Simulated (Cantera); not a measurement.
**Ti + H₂O + H₂ (metals in furnace atmospheres)**

Input: 1 mol Ti, 0.052 mol H₂O, 3.2 mol H₂, held at 777 °C and 0.255 Torr.

Cantera equilibrium calculation (NASA polynomials, part measured and part estimated; ideal gas, pure solids and liquids). Candidate condensed phases: H₂O, Ti, TiO, TiO₂, Ti₂O₃, Ti₃O₅, Ti₄O₇; 12 gas species. Mutual solubility and eutectic melting of coexisting phases are not modelled. TiO: taken at fixed stoichiometry. Condensed phases not in the tables: N, O or C dissolved in the metal. Rates play no part.

```
Property                                  Value
-----------------------------------  ----------
x(H₂)                                      1.00
n(Ti(α))                              0.948 mol
n(TiO(s))                            0.0520 mol
gas amount                            3.252 mol
log10 activity of Ti₂O₃(s) (absent)       -4.80
log10 activity of Ti₃O₅(s) (absent)      -10.87
log10 activity of Ti₄O₇(s) (absent)      -17.08
```
